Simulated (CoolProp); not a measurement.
A Linde-Hampson liquefier for oxygen: isothermal reversible compression at 290 K from 1 atm to 10 MPa, throttling to 1 atm, return gas leaving the recuperator 5 K below the feed. Each further row changes one setting.

The numbers come from the reference Helmholtz-energy equation of state, Schmidt 1985 in CoolProp.

```
case                        liquid yield per pass  compression work (kJ/kg of gas)
--------------------------  ---------------------  -------------------------------
as stated                                   0.052                              341
high pressure 20 MPa                        0.106                              390
warm-end temperature 320 K                  0.037                              379
warm-end gap 10 K                           0.041                              341
```

Above 300 K oxygen's equation is extrapolated.
